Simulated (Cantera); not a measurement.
An adiabatic, constant-volume homogeneous reactor starts with CH4 : O2 : N2 : CO2 = 1 : 4.55 : 17.1 : 3.2 (molar parts), equivalence ratio 0.44, at 1675 K and 0.720 atm. Integrator tolerance rtol = 1e-08.

Computed with Cantera and GRI-Mech 3.0 (53 species, 325 reactions).

### Question
What does this change do: pressure from 0.720 atm to 4.93 atm?

### Answer
```csv
quantity,before,after
time of steepest temperature rise,0.344 ms,67.4 µs
temperature at 8.00 s,2422 K,2484 K
equilibrium temperature,2422 K,2484 K
x(CH4) at 8.00 s,<1e-12 (gas-phase equilibrium <1e-12),<1e-12 (gas-phase equilibrium <1e-12)
x(O2) at 8.00 s,0.0945 (gas-phase equilibrium 0.0945),0.0925 (gas-phase equilibrium 0.0925)
x(CO2) at 8.00 s,0.149 (gas-phase equilibrium 0.149),0.155 (gas-phase equilibrium 0.155)
x(H) at 8.00 s,0.000520 (gas-phase equilibrium 0.000520),0.000191 (gas-phase equilibrium 0.000191)
x(NO) at 8.00 s,0.0122 (gas-phase equilibrium 0.0122),0.0135 (gas-phase equilibrium 0.0135)
x(C2H6) at 8.00 s,<1e-12 (gas-phase equilibrium <1e-12),<1e-12 (gas-phase equilibrium <1e-12)
x(H2O) at 8.00 s,0.0716 (gas-phase equilibrium 0.0716),0.0734 (gas-phase equilibrium 0.0734)
```
